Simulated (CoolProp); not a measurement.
A simple Rankine cycle with R1336mzz(Z): condensing at 326.15 K, boiler at 1.15 MPa, turbine inlet 397.3 K, turbine efficiency 0.85, pump efficiency 0.7, no recuperator. Each further row changes one setting.

Computed with CoolProp (reference Helmholtz-energy equation of state, McLinden 2020).

| case | thermal efficiency (%) | net work (kJ/kg) | heat in (kJ/kg) | turbine exit temperature (K) | volume ratio over the turbine |
|---|---|---|---|---|---|
| as stated | 11.3 | 23.2 | 206 | 355.1 | 6.74 |
| turbine inlet 417.3 K | 11.1 | 25.5 | 231 | 377.4 | 6.37 |
| condensing temperature 318.15 K | 12.4 | 26.9 | 216 | 350.3 | 8.73 |
| boiler pressure 0.805 MPa | 9.3 | 20.0 | 214 | 366.7 | 4.32 |
| turbine efficiency 0.75 | 9.9 | 20.4 | 206 | 358.0 | 6.80 |
